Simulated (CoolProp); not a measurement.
Vapour-liquid equilibrium of propylene (1) + benzene (2) at 322.7 K; x and y are mole fractions of (1).

The numbers come from the multi-fluid Helmholtz-energy mixture model, Lemmon 2013 and Thol 2012; pair parameters Bell 2016 in CoolProp.

### Question
Give the bubble pressure and the first vapour's composition at x = 0.15, 0.85, 0.95. Is there an azeotrope?

### Answer
x = 0.15: 432.8 kPa, y = 0.919; x = 0.85: 1688 kPa, y = 0.989; x = 0.95: 1902 kPa, y = 0.996. No azeotrope shows between x = 0.05 and 0.95.

The pair parameters rest on a limited set of measurements; away from them the model extrapolates. The gap from Raoult's law changes sign with composition, which may be real or a fault of the pair parameters; it wasn't checked against measurements.
